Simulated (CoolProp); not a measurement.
A closed Brayton cycle with carbon dioxide: compressor inlet 308.15 K and 8.3 MPa, high pressure 23.5 MPa, turbine inlet 885 K, compressor efficiency 0.89, turbine efficiency 0.9, recuperator effectiveness 0.9 (on enthalpy, no pinch check). Each further row changes one setting.

Model: reference Helmholtz-energy equation of state, Span 1996, in CoolProp.

```csv
case,thermal efficiency (%),net work (kJ/kg),compressor to turbine work,compressor exit (K),turbine exit (K)
as stated,(withheld),121,0.18,344.1,755.5
turbine inlet 835 K,(withheld),(withheld),0.19,344.1,(withheld)
compressor inlet 318.15 K,36.6,101,0.31,(withheld),755.5
high pressure 20 MPa,34.6,(withheld),0.16,338.0,(withheld)
recuperator effectiveness 0.5,23.1,121,0.18,344.1,755.5
```

Question: Fill in the missing entries.

Answer: 
- as stated, thermal efficiency (%): 36.9
- turbine inlet 835 K, thermal efficiency (%): 35.7
- turbine inlet 835 K, net work (kJ/kg): 112
- turbine inlet 835 K, turbine exit (K): 710.0
- compressor inlet 318.15 K, compressor exit (K): 396.7
- high pressure 20 MPa, net work (kJ/kg): 105
- high pressure 20 MPa, turbine exit (K): 774.9
